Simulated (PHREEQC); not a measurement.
PHREEQC input (ion-association model, phreeqc.dat):

```
SOLUTION_MASTER_SPECIES
  Amm  AmmH+  0  AmmH  17.031  # ammonia with no redox link, constants of NH4+
SOLUTION_SPECIES
  AmmH+ = AmmH+
    -log_k 0
    -gamma 2.5 0
    -dw 1.98e-9
  AmmH+ = Amm + H+
    -log_k -9.252
    -delta_h 12.48 kcal
    -analytic 0.6322 -0.001225 -2835.76
    -dw 2.28e-9
  AmmH+ + SO4-2 = AmmHSO4-
    -log_k 1.11
PHASES
  Amm(g)
    Amm = Amm
    -log_k 1.7966
    -analytic -18.758 3.3670e-4 2.5113e3 4.8619 39.192
    -T_c 405.6
    -P_c 111.3
    -Omega 0.25
EXCHANGE_SPECIES
  AmmH+ + X- = AmmHX
    -log_k 0.6
    -gamma 2.5 0
    -delta_h -2.4
SOLUTION 0
  temp 40
  units mmol/kgw
  pH 7 charge
  Cl 8.71
  Amm 4.8
  S(6) 79
  Na 158
  Li 3.9
  O(0) 1 O2(g) -0.68
SOLUTION 1-40
  temp 40
  units mmol/kgw
  pH 7 charge
  Cl 4.51
  K 4.5
  S(6) 74
  Na 148
  O(0) 1 O2(g) -0.68
END
EXCHANGE 1-40
  X 0.069
  -equilibrate 1
END
SELECTED_OUTPUT 1
  -reset false
  -pH true
  -pe true
  -ionic_strength true
  -water true
  -step true
  -totals Amm Cl K Li Na S S(-2) S(6)
  -molalities LiX NaX AmmHX KX
  -saturation_indices Halite Sylvite
PRINT
  -reset false
TRANSPORT
  -cells 40
  -shifts 120
  -lengths 0.005
  -time_step 720
  -dispersivities 0.007
  -boundary_conditions flux flux
  -correct_disp true
  -punch_cells 40
  -punch_frequency 4
END
# ... the last block is repeated for the other 30 points of pore volumes
```

Selected output (columns that matter, 24 of 31 rows; pore volumes added in front):

```
pore volumes	pH	mu	Amm	Cl	K	Li	Na	S	m_LiX	m_NaX	m_KX	si_Halite	si_Sylvite
0	5.6481	0.19976	0	0.00451	0.0045	0	0.148	0.074	0	0.060861	0.008139	-5.075	-6.0242
0.1125	5.6481	0.19976	0	0.00451	0.0045	0	0.148	0.074	0	0.060861	0.008139	-5.075	-6.0242
0.3125	5.6481	0.19976	1.2773e-18	0.00451	0.0045	9.0902e-12	0.148	0.074	3.2466e-12	0.060861	0.008139	-5.075	-6.0242
0.4125	5.6481	0.19976	4.5963e-14	0.0045115	0.0045002	1.229e-08	0.148	0.074002	4.3892e-09	0.060861	0.008139	-5.0749	-6.024
0.5125	5.6482	0.19986	2.6781e-11	0.0045386	0.0045029	6.9999e-07	0.14809	0.074034	2.4985e-07	0.060861	0.008139	-5.0721	-6.0212
0.7125	5.6493	0.20172	4.3385e-08	0.0050247	0.0045515	5.0265e-05	0.14964	0.074613	1.7752e-05	0.060843	0.0081389	-5.0242	-5.9734
0.8125	5.6506	0.20385	4.3829e-07	0.0055825	0.004607	0.00016793	0.15135	0.075277	5.8599e-05	0.060802	0.0081387	-4.9745	-5.9236
0.9125	5.6522	0.20641	2.5832e-06	0.0062517	0.0046732	0.00039844	0.15331	0.076073	0.00013708	0.060721	0.0081382	-4.9208	-5.8696
1.0125	5.6536	0.20892	1.0306e-05	0.0069085	0.0047371	0.00074539	0.15512	0.076855	0.00025297	0.060597	0.008136	-4.8734	-5.8217
1.2125	5.6549	0.21269	7.3782e-05	0.0078953	0.0048198	0.0016435	0.15741	0.07803	0.00054653	0.060247	0.0081089	-4.8106	-5.7582
1.3125	5.6543	0.21384	0.00014958	0.008198	0.0048258	0.0020975	0.1579	0.07839	0.00069302	0.060044	0.0080663	-4.7934	-5.7419
1.4125	5.653	0.2146	0.00026618	0.0083992	0.0048013	0.0025052	0.15808	0.07863	0.00082398	0.059839	0.0079886	-4.7827	-5.734
1.6125	5.6477	0.21536	0.00063264	0.0086046	0.0046435	0.0031257	0.15794	0.078874	0.0010226	0.059469	0.0076847	-4.7729	-5.7384
1.7125	5.6442	0.21552	0.00087643	0.0086506	0.0045059	0.0033393	0.15778	0.078929	0.0010909	0.059323	0.0074464	-4.7711	-5.7492
1.8125	5.6402	0.21559	0.0011505	0.008677	0.0043303	0.0034991	0.15761	0.078961	0.0011422	0.059213	0.0071505	-4.7703	-5.7652
2.0125	5.6318	0.21564	0.0017496	0.0087003	0.0038831	0.0036988	0.15734	0.078988	0.0012074	0.059109	0.0064118	-4.7699	-5.8114
2.1125	5.6277	0.21563	0.0020547	0.0087048	0.0036244	0.0037572	0.15725	0.078994	0.0012273	0.059114	0.0059887	-4.7699	-5.8411
2.2125	5.6238	0.21562	0.0023524	0.0087073	0.0033523	0.0037978	0.15719	0.078997	0.0012418	0.059153	0.0055449	-4.7699	-5.8748
2.3125	5.6201	0.21561	0.0026364	0.0087086	0.0030741	0.0038257	0.15716	0.078998	0.0012526	0.059221	0.0050915	-4.7699	-5.9124
2.5125	5.6138	0.21558	0.0031468	0.0087096	0.0025245	0.0038581	0.15717	0.079	0.0012674	0.059424	0.0041952	-4.7698	-5.9979
2.6125	5.6111	0.21557	0.003369	0.0087098	0.0022632	0.0038672	0.1572	0.079	0.0012728	0.059547	0.0037681	-4.7697	-6.0453
2.7125	5.6088	0.21556	0.0035683	0.0087099	0.0020158	0.0038738	0.15724	0.079	0.0012774	0.059678	0.0033627	-4.7696	-6.0956
2.9125	5.6049	0.21554	0.0039011	0.00871	0.0015712	0.003882	0.15735	0.079	0.001285	0.059946	0.0026311	-4.7693	-6.2038
3.0125	5.6034	0.21554	0.0040371	0.00871	0.0013761	0.0038848	0.1574	0.079	0.0012883	0.060076	0.0023085	-4.7691	-6.2614
```

At this temperature some constants are extrapolated from 25 °C, and those without enthalpy data are left unchanged.
